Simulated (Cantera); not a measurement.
**Moist CO burnout**

An isothermal, constant-pressure homogeneous reactor starts with 1.45 % CO, 1.45 % O₂, 0.203 % H₂O, 96.9 % N₂, equivalence ratio 0.50, at 1500 K and 4.84 atm.

Detailed kinetics in Cantera: GRI-Mech 3.0 (53 species, 325 reactions).

```json
[
 {"t (s)": "2.00e-6", "x CO": "0.0145", "x O₂": "0.0145", "x H₂O": "0.00203", "x NO₂": "<1e-12", "x H₂": "<1e-12", "x OH": "1.12e-10"},
 {"t (s)": "1.04e-5", "x CO": "0.0145", "x O₂": "0.0145", "x H₂O": "0.00203", "x NO₂": "<1e-12", "x H₂": "1.76e-11", "x OH": "1.61e-9"},
 {"t (s)": "5.45e-5", "x CO": "0.0145", "x O₂": "0.0145", "x H₂O": "0.00203", "x NO₂": "<1e-12", "x H₂": "2.75e-9", "x OH": "3.81e-8"},
 {"t (s)": "0.000284", "x CO": "0.0141", "x O₂": "0.0142", "x H₂O": "0.00198", "x NO₂": "4.48e-11", "x H₂": "1.18e-5", "x OH": "4.80e-5"},
 {"t (s)": "0.00148", "x CO": "0.00209", "x O₂": "0.00827", "x H₂O": "0.00197", "x NO₂": "2.74e-8", "x H₂": "2.25e-5", "x OH": "8.28e-5"},
 {"t (s)": "0.00775", "x CO": "0.000108", "x O₂": "0.00736", "x H₂O": "0.00204", "x NO₂": "8.02e-8", "x H₂": "1.50e-6", "x OH": "2.34e-5"},
 {"t (s)": "0.0404", "x CO": "3.32e-6", "x O₂": "0.00732", "x H₂O": "0.00205", "x NO₂": "3.29e-8", "x H₂": "8.66e-8", "x OH": "6.44e-6"},
 {"t (s)": "0.211", "x CO": "3.98e-7", "x O₂": "0.00732", "x H₂O": "0.00205", "x NO₂": "1.16e-8", "x H₂": "2.11e-8", "x OH": "3.30e-6"},
 {"t (s)": "1.10", "x CO": "3.81e-7", "x O₂": "0.00732", "x H₂O": "0.00205", "x NO₂": "1.15e-8", "x H₂": "2.06e-8", "x OH": "3.26e-6"},
 {"t (s)": "5.75", "x CO": "3.81e-7", "x O₂": "0.00732", "x H₂O": "0.00205", "x NO₂": "1.17e-8", "x H₂": "2.06e-8", "x OH": "3.26e-6"},
 {"t (s)": "30.0", "x CO": "3.81e-7", "x O₂": "0.00732", "x H₂O": "0.00205", "x NO₂": "1.27e-8", "x H₂": "2.06e-8", "x OH": "3.26e-6"}
]
```
x: mole fraction; the columns are a selection and need not sum to one.

Equilibrium at this temperature and pressure: CO 3.84e-7, O₂ 0.00719, H₂O 0.00205, NO₂ 5.54e-7, H₂ 2.08e-8, OH 3.25e-6 (gas phase only).
